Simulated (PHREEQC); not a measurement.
# Hard or scaling water: speciation

Consider water at 25 °C with 0.00033 mol Ca(HCO3)2, 9.6e-06 mol CO2 and 0.0015 mol H4SiO4 per kg of water. Closed to the air; pH follows from the charge balance.

All values are PHREEQC results (Pitzer model, pitzer.dat), not measurements.

This is a speciation only: nothing precipitates in the calculation.

**Question.** What pH does the model give?

**Answer.** pH 7.74.

**Question.** In which forms is C present?

**Answer.** HCO3- 96 %, CO2 3.7 % of the C.
